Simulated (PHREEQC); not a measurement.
Solution (15 °C): 0.11 mol/kgw CdCl2 and 0.00033 mol/kgw Na2SO4. Closed to the air; pH follows from the charge balance.

Computed with PHREEQC (ion-association model, phreeqc.dat).

No solid was allowed to form.

What pH, density does the model give?

pH 5.42; density 1.017 g/cm³.

In which forms is Cl present?

Cl- 50 %, CdCl+ 32 %, CdCl2 16 %, CdCl3- 1.4 % of the Cl.

Complexes and solids missing from the database can't appear.
